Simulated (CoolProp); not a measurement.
Values from CoolProp's reference Helmholtz-energy equation of state, Zhou 2014.

Question: Give the vapour pressure (MPa), vapour density (kg/m³), liquid cp (kJ/(kg K)) of saturated cyclohexane at 166.05, 192.75, 203.45 °C.

Answer: 
```tsv
T (°C)	p (MPa)	vapour density (kg/m³)	liquid cp (kJ/(kg K))
166.05	0.753	20.5	2.61
192.75	1.20	33.1	2.81
203.45	1.42	39.9	2.91
```
